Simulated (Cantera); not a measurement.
An isothermal, constant-pressure homogeneous reactor starts with C2H6 : O2 : N2 : H2O = 0.014 : 0.038 : 1 : 0.0013 (molar parts), equivalence ratio 1.3, at 1348 K and 1.00 atm.

Detailed kinetics in Cantera: GRI-Mech 3.0 (53 species, 325 reactions). The temperature is held fixed by assumption; the heat of reaction is taken as removed at once.

One state of this run: x C2H6 = <1e-12; x O2 = <1e-12; x CH3 = <1e-12; x HCN = 4.88e-8; x NO = 2.00e-8; x C2H4 = <1e-12. x: mole fraction; the columns are a selection and need not sum to one.

Task: Which value of t (s) does it belong to?
(A) 0.565
(B) 0.0113
(C) 0.000600
(D) 200

Result: D, 200
